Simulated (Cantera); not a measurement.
Input: 1 mol Si, 3.9 mol CO2, 2.9 mol H2, 2.1 mol N2O, held at 1.10 bar.

Method: chemical equilibrium by Gibbs-energy minimisation in Cantera with the NASA 1993 tables (ideal gas, pure condensed phases). Candidate condensed phases: C, C6H6, C7H8, C8H18, H2O, Si, SiC, SiO2, Si2N2O, Si3N4; 151 gas species. The tables hold silica as quartz up to 1696 K and as liquid above; real silica turns to tridymite and cristobalite and melts near 1996 K. Gases not in the tables: Si(OH)4. Rates play no part. All values below are at 1477 °C.

Base state: H2O 0.247, N2 0.236, CO 0.235, CO2 0.203, H2 0.0791, H 6.24e-5, OH 1.14e-5 (mole fractions); condensed: SiO2(condensed).

**Question.** What changes in the equilibrium state with this change: Si replaced by Si3N4?

**Answer.** 
| species | before | after |
|---|---|---|
| N2 | 0.236 | 0.376 |
| CO | 0.235 | 0.357 |
| H2 | 0.0791 | 0.265 |
| H2O | 0.247 | 0.000432 |
| CO2 | 0.203 | 0.000161 |
| SiO | 2.34e-7 | 0.000448 |
| HCN | 2.00e-8 | 0.000134 |
| OH | 1.14e-5 | 1.09e-8 |
| H | 6.24e-5 | 0.000114 |
| SiO2(condensed), mol | 1.000 | 3.00 |
